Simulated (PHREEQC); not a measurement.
Consider water at 10 °C with 7.4e-05 mol/kgw Ca(HCO3)2 and 0.015 mol/kgw NaF. Closed to the air; pH follows from the charge balance.

Computed with PHREEQC (ion-association model, phreeqc.dat).

The pH is 8.28, the ionic strength is 0.0151 mol/kgw and the specific conductance comes out as 988 µS/cm. The total alkalinity comes out as 0.148 meq/kg.

```json
[
 {"species": "F-", "molality": "0.0149", "activity": "0.0132", "log γ": "-0.054"},
 {"species": "Na+", "molality": "0.0149", "activity": "0.0132", "log γ": "-0.051"},
 {"species": "HCO3-", "molality": "0.000143", "activity": "0.000128", "log γ": "-0.050"},
 {"species": "NaF", "molality": "1.00e-4", "activity": "0.000100", "log γ": "0.002"},
 {"species": "Ca+2", "molality": "7.39e-5", "activity": "4.65e-5", "log γ": "-0.201"},
 {"species": "CO2", "molality": "1.95e-6", "activity": "1.96e-6", "log γ": "0.002"},
 {"species": "CO3-2", "molality": "1.26e-6", "activity": "7.90e-7", "log γ": "-0.201"},
 {"species": "NaHCO3", "molality": "1.04e-6", "activity": "1.04e-6", "log γ": "0.002"},
 {"species": "OH-", "molality": "6.32e-7", "activity": "5.59e-7", "log γ": "-0.054"},
 {"species": "NaCO3-", "molality": "9.90e-8", "activity": "8.78e-8", "log γ": "-0.052"},
 {"species": "HF", "molality": "7.97e-8", "activity": "8.00e-8", "log γ": "0.002"},
 {"species": "CaHCO3+", "molality": "6.18e-8", "activity": "5.52e-8", "log γ": "-0.049"},
 {"species": "CaCO3", "molality": "5.00e-8", "activity": "5.02e-8", "log γ": "0.002"},
 {"species": "H+", "molality": "5.84e-9", "activity": "5.26e-9", "log γ": "-0.045"},
 {"species": "HF2-", "molality": "3.94e-9", "activity": "3.50e-9", "log γ": "-0.052"},
 {"species": "CaOH+", "molality": "1.65e-9", "activity": "1.47e-9", "log γ": "-0.052"}
]
```

Precipitation was switched off in this run. The solution is supersaturated, for example in Fluorite, so a real one may precipitate; this is no full list. Species that the database lacks are ignored. At this temperature some constants are extrapolated from 25 °C, and those without enthalpy data are left unchanged.
